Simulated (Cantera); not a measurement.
# Premixed flame

A freely propagating, adiabatic, planar premixed flame of CH3OH : O2 : N2 = 1 : 1.69 : 6.34 (molar parts), unburnt at 350 K and 1.01 bar; mixture-averaged transport, grid criteria slope 0.08 and curve 0.16, no radiation.

Detailed kinetics in Cantera: GRI-Mech 3.0 (53 species, 325 reactions). GRI-Mech 3.0 was tuned for natural gas; its chemistry of methanol as a main component is partial and can be far from experiment. Burning velocities carry a grid error of a few per cent, more on coarse grids.

| z (mm) | T (K) | u (m/s) | x CH3OH | x O2 | x H2O | x C2H4 | x H | x H2 |
|---|---|---|---|---|---|---|---|---|
| -1.14 | 350 | 0.436 | 0.111 | 0.187 | 3.31e-5 | <1e-8 | <1e-8 | 0.000903 |
| -0.760 | 352 | 0.439 | 0.110 | 0.187 | 0.000391 | <1e-8 | <1e-8 | 0.00269 |
| -0.570 | 359 | 0.449 | 0.110 | 0.185 | 0.00185 | <1e-8 | <1e-8 | 0.00492 |
| -0.380 | 422 | 0.533 | 0.107 | 0.180 | 0.0125 | <1e-8 | <1e-8 | 0.00938 |
| -0.190 | 794 | 1.03 | 0.0802 | 0.148 | 0.0645 | 1.00e-7 | 1.79e-7 | 0.0161 |
| -0.0951 | 1177 | 1.57 | 0.0449 | 0.113 | 0.112 | 2.36e-7 | 2.51e-5 | 0.0195 |
| 0 | 1591 | 2.17 | 0.00548 | 0.0735 | 0.163 | 3.81e-7 | 0.00116 | 0.0199 |
| 0.0951 | 1733 | 2.36 | 2.06e-5 | 0.0509 | 0.182 | 3.60e-8 | 0.00436 | 0.0127 |
| 0.190 | 1794 | 2.43 | 1.87e-8 | 0.0411 | 0.186 | <1e-8 | 0.00543 | 0.00979 |
| 0.380 | 1875 | 2.52 | <1e-8 | 0.0344 | 0.188 | <1e-8 | 0.00486 | 0.00875 |
| 0.760 | 1967 | 2.63 | <1e-8 | 0.0300 | 0.192 | <1e-8 | 0.00313 | 0.00723 |
| 1.52 | 2051 | 2.73 | <1e-8 | 0.0265 | 0.198 | <1e-8 | 0.00156 | 0.00502 |
| 3.04 | 2114 | 2.80 | <1e-8 | 0.0238 | 0.202 | <1e-8 | 0.000682 | 0.00312 |
x: mole fraction of selected species; z is measured from the peak of heat release.

```yaml
laminar_burning_velocity: 43.5 cm/s
thermal_thickness: 0.380 mm
peak x(C2H4): 3.87e-7
peak x(H): 0.00546
peak x(H2): 0.0208
grid_points: 132
```
